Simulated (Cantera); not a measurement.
What does this Cantera script print?

```python
import numpy as np
import cantera as ct

gas = ct.Solution("gri30.yaml")
gas.TPX = 1575, 1000000, {'CH4': 1, 'C2H6': 0.041, 'C3H8': 0.15, 'O2': 8.27, 'N2': 26.5}
reactor = ct.IdealGasConstPressureReactor(gas, energy="on", clone=False)
net = ct.ReactorNet([reactor])
net.rtol, net.atol = 1e-08, 1e-16
show = ['CH4', 'C2H6', 'C3H8', 'H2O2', 'C2H4']
times = np.geomspace(1e-06, 0.1, 16)

steps = ct.SolutionArray(gas, extra=["t"])
rows = []
print(f"{'t/s':>10s}{'T/K':>9s}{'P/Pa':>11s}" + "".join(f"{s:>11s}" for s in show))
for t in times:
    while net.time < t:
        t_next = net.step()
        steps.append(gas.state, t=t_next)
    rows.append([np.interp(t, steps.t, y) for y in (steps.T, steps.P, *steps(*show).X.T)])
    print(f"{t:10.3e}{rows[-1][0]:9.1f}{rows[-1][1]:11.4g}" + "".join(f"{x:11.3e}" for x in rows[-1][2:]))
rate = np.gradient(steps.T, steps.t)
print("integrator steps:", len(steps.t))
if steps.T.max() > steps.T[0] + 200:
    print(f"time of steepest temperature rise: {steps.t[rate.argmax()]:.4e} s")
gas.TPX = 1575, 1000000, {'CH4': 1, 'C2H6': 0.041, 'C3H8': 0.15, 'O2': 8.27, 'N2': 26.5}
gas.equilibrate("HP")
print(f"equilibrium (HP): T = {gas.T:.1f} K  " + "  ".join(f"{s} {gas[s].X[0]:.3e}" for s in show))
```

Output:

```
       t/s      T/K       P/Pa        CH4       C2H6       C3H8       H2O2       C2H4
 1.000e-06   1574.2      1e+06  2.777e-02  1.130e-03  4.078e-03  5.644e-07  8.763e-05
 2.154e-06   1573.8      1e+06  2.765e-02  1.120e-03  3.933e-03  2.067e-06  2.489e-04
 4.642e-06   1575.8      1e+06  2.707e-02  1.163e-03  3.469e-03  4.204e-06  8.005e-04
 1.000e-05   1600.0      1e+06  2.423e-02  1.256e-03  1.971e-03  1.923e-05  2.625e-03
 2.154e-05   2219.5      1e+06  1.715e-13  1.943e-23  6.798e-34  7.445e-07  9.542e-18
 4.642e-05   2384.6      1e+06  4.005e-16  1.065e-29  9.285e-37  4.741e-07  3.268e-25
 1.000e-04   2389.0      1e+06  8.883e-17  4.577e-31 -5.030e-45  4.850e-07  4.117e-26
 2.154e-04   2388.8      1e+06  4.149e-18  1.233e-33  5.177e-49  4.846e-07  1.891e-27
 4.642e-04   2388.2      1e+06  4.132e-20  8.053e-37  3.688e-51  4.838e-07  5.577e-30
 1.000e-03   2387.0      1e+06  3.023e-20  1.094e-37 -1.427e-53  4.820e-07  6.927e-31
 2.154e-03   2384.5      1e+06  2.956e-20  1.184e-37 -7.144e-54  4.785e-07  8.036e-31
 4.642e-03   2379.9      1e+06  2.769e-20  1.483e-37  6.445e-54  4.717e-07  7.633e-31
 1.000e-02   2372.6      1e+06  2.495e-20  1.195e-37  1.364e-54  4.613e-07  6.177e-31
 2.154e-02   2364.8      1e+06  2.229e-20  9.737e-38  1.012e-54  4.504e-07  5.059e-31
 4.642e-02   2361.0      1e+06  2.108e-20  8.799e-38  8.733e-55  4.451e-07  4.584e-31
 1.000e-01   2360.6      1e+06  2.094e-20  8.694e-38  8.582e-55  4.445e-07  4.530e-31
integrator steps: 1569
time of steepest temperature rise: 1.7719e-05 s
equilibrium (HP): T = 2360.6 K  CH4 3.160e-20  C2H6 1.525e-37  C3H8 1.657e-54  H2O2 4.445e-07  C2H4 6.018e-31
```

Detailed kinetics in Cantera: GRI-Mech 3.0 (53 species, 325 reactions). GRI-Mech 3.0 was tuned for natural gas; its chemistry of propane as a main component is partial and can be far from experiment.
